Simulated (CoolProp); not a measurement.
The numbers come from the reference Helmholtz-energy equation of state, Aleksandrov 2011 in CoolProp. It is a short technical equation, of lower accuracy than the large ones.

Question: For n-undecane, give the phase and the density (kg/m³), cp (kJ/(kg K)), cv (kJ/(kg K)), speed of sound (m/s) at 322.2 K and 1.01 bar; 558.8 K and 1.01 bar.

Answer: 
- 322.2 K and 1.01 bar: liquid; density 718, cp 2.30, cv 1.89, speed of sound 1170
- 558.8 K and 1.01 bar: gas; density 3.51, cp 2.74, cv 2.67, speed of sound 169
